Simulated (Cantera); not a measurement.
A closed system holds: 1 mol CH₄, 0.28 mol NH₃, a varied amount of H₂, 0.21 mol O₂, held at 1973 K and 12.0 Pa.

Method: chemical equilibrium by Gibbs-energy minimisation in Cantera with the NASA 1993 tables (ideal gas, pure condensed phases). Candidate condensed phases: C, C₆H₆, C₇H₈, C₈H₁₈, H₂O; 136 gas species. The numbers say what is thermodynamically allowed, not how fast it happens.

At 40 mol H₂, list the 4 most abundant gas species with their mole fractions, and the condensed phases.

H₂ 0.872, H 0.115, CO 0.00921, N₂ 0.00273. Condensed: C(graphite).
